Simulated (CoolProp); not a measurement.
Tetrahydrofuran along the isotherm 59.15 °C: Z from the reference equation and from simpler models built on Tc = 267.0 °C, pc = 5.304 MPa, ω = 0.234; each cubic takes its own stable root.

The numbers come from the reference Helmholtz-energy equation of state, Fiedler 2023 in CoolProp.

| p (MPa) | phase | reference | van der Waals | Redlich-Kwong | Soave-Redlich-Kwong | Peng-Robinson |
|---|---|---|---|---|---|---|
| 0.995 | liquid | 0.03074 | 0.04987 | 0.03395 | 0.03302 | 0.02925 |
| 1.99 | liquid | 0.06141 | 0.09924 | 0.06772 | 0.06591 | 0.05840 |
| 2.98 | liquid | 0.09184 | 0.1479 | 0.1012 | 0.09852 | 0.08732 |
| 3.98 | liquid | 0.1225 | 0.1967 | 0.1348 | 0.1313 | 0.1164 |
| 4.97 | liquid | 0.1528 | 0.2445 | 0.1679 | 0.1637 | 0.1452 |
| 5.97 | liquid | 0.1833 | 0.2926 | 0.2013 | 0.1963 | 0.1741 |
| 6.96 | liquid | 0.2134 | 0.3398 | 0.2341 | 0.2285 | 0.2027 |
| 7.96 | liquid | 0.2438 | 0.3872 | 0.2672 | 0.2609 | 0.2315 |
